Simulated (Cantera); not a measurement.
A closed system holds: 1 mol CH2F2, 1.6 mol CH4, at 1248 K and 1000 Pa.

Method: chemical equilibrium by Gibbs-energy minimisation in Cantera with the NASA 1993 tables (ideal gas, pure condensed phases). Candidate condensed phases: C, C6H6, C7H8, C8H18; 95 gas species. Equilibrium is a limit: real reactors are often held back by kinetics, nucleation or transport.

Base state: H2 0.615, HF 0.385, CH4 4.22e-5 (mole fractions); condensed: C(graphite).

**Question.** What changes in the equilibrium state with this change: CH4 from 1.6 to 0.13 mol?

**Answer.** 
```tsv
species	before	after
HF	0.385	0.885
H2	0.615	0.115
CH4	4.22e-5	1.48e-6
C(graphite), mol	2.60	1.13
```
